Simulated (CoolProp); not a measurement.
Neopentane at 372.57 K and 0.252 MPa is compressed adiabatically to 0.956 MPa with isentropic efficiency 0.6. Each further row changes one setting.

The numbers come from the reference Helmholtz-energy equation of state, Lemmon 2006 in CoolProp. It is a short technical equation, of lower accuracy than the large ones.

```json
[
 {"case": "as stated", "work (kJ/kg)": "91.2", "final temperature (K)": "421.1", "final density (kg/m³)": "22.4"},
 {"case": "efficiency 1", "work (kJ/kg)": "54.7", "final temperature (K)": "405.6", "final density (kg/m³)": "23.8"},
 {"case": "efficiency 0.65", "work (kJ/kg)": "84.1", "final temperature (K)": "418.1", "final density (kg/m³)": "22.7"}
]
```
